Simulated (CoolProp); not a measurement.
A simple Rankine cycle with water: condensing at 289.15 K, boiler at 17 MPa, turbine inlet 640.3 K, turbine efficiency 0.6, pump efficiency 0.6, no recuperator. Each further row changes one setting.

Model: reference Helmholtz-energy equation of state, Wagner 2002, in CoolProp.

| case | thermal efficiency (%) | net work (kJ/kg) | heat in (kJ/kg) | turbine exit temperature (K) | volume ratio over the turbine |
|---|---|---|---|---|---|
| as stated | 25.1 | 658 | 2620 | 289.1 | 5600 |
| turbine inlet 660.3 K | 25.5 | 703 | 2760 | 289.1 | 5030 |
| condensing temperature 281.15 K | 25.7 | 684 | 2660 | 281.2 | 9210 |
| boiler pressure 11.9 MPa | … | 717 | … | 289.1 | … |
| turbine efficiency 0.5 | … | 544 | 2620 | 289.1 | 5930 |

What belongs in the gaps?


- boiler pressure 11.9 MPa, thermal efficiency (%): 25.2
- boiler pressure 11.9 MPa, heat in (kJ/kg): 2840
- boiler pressure 11.9 MPa, volume ratio over the turbine: 3340
- turbine efficiency 0.5, thermal efficiency (%): 20.7

The expansion ends wet for: as stated; turbine inlet 660.3 K; condensing temperature 281.15 K; boiler pressure 11.9 MPa; turbine efficiency 0.5.
